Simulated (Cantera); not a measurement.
Input (Python, Cantera) and output of one run.

```python
import numpy as np
import cantera as ct

gas_names = """
    N NO NO2 NO3 N2 N2O O O2 O3 Zr ZrN ZrO ZrO2
""".split()
cond_names = """
    Zr(a) Zr(b) Zr(L) ZrN(s) ZrN(L) ZrO2(a) ZrO2(b) ZrO2(L)
""".split()


# ... load() reads the species with a 1 bar reference pressure and builds the phases ...
atoms = {
    'Zr': {'Zr': 1},
    'N2O': {'N': 2, 'O': 1},
}
top_T = {}  # K; cautious upper limits of use, not melting points


# ... equilibrate(T, P, feed) seeds the gas with the atoms and calls Mixture.equilibrate('TP', solver="vcs", rtol=1e-11, max_steps=5000) ...
results = []
feed = {'Zr': 1, 'N2O': 2.5}  # mol
P = 13332.2  # Pa
for T in [900, 1100, 1300, 1500, 1700, 1900, 2100, 2300, 2500, 2700]:
    mix = equilibrate(T, P, feed)
    results.append((T, P, feed, dict(zip(mix.species_names, mix.species_moles))))

top = {s: max(r[3][s] / sum(r[3][g] for g in gas_names) for r in results) for s in gas_names}
cols = sorted((s for s in top if top[s] > 1e-06), key=lambda s: -top[s])[:5]
seen = [c for c in cond_names if any(r[3].get(c, 0) > 1e-12 for r in results)]
print("log10 of partial pressures in bar; condensed amounts in mol")
print(f"{'T/K':>10s}" + "".join(f"{s[:9]:>10s}" for s in cols + seen))
for T, P, feed, n in results:
    ng = sum(n[g] for g in gas_names)
    print(f"{T:10.4g}" + "".join(f"{np.log10(max(n[s] / ng * P / 1e5, 1e-99)):10.3f}" for s in cols)
          + "".join(f"{n.get(c, 0):10.4g}" for c in seen))
```

It prints:

```
log10 of partial pressures in bar; condensed amounts in mol
       T/K        N2        O2         O        NO      ZrO2   ZrO2(a)   ZrO2(b)
       900    -0.916    -1.917   -12.227    -6.061   -35.750         1         0
      1100    -0.917    -1.917    -9.561    -5.097   -27.311         1         0
      1300    -0.917    -1.917    -7.711    -4.429   -21.499         1         0
      1500    -0.917    -1.919    -6.351    -3.939   -17.263         0         1
      1700    -0.917    -1.921    -5.310    -3.566   -14.062         0         1
      1900    -0.918    -1.927    -4.489    -3.273   -11.545         0         1
      2100    -0.918    -1.936    -3.825    -3.039    -9.517         0         1
      2300    -0.920    -1.954    -3.281    -2.850    -7.849         0         1
      2500    -0.922    -1.986    -2.832    -2.702    -6.453         0         1
      2700    -0.927    -2.047    -2.466    -2.593    -5.270         0    0.9999
```

These are equilibrium values from Cantera (NASA tables, ideal gas, pure condensed phases), not measurements of a reactor.
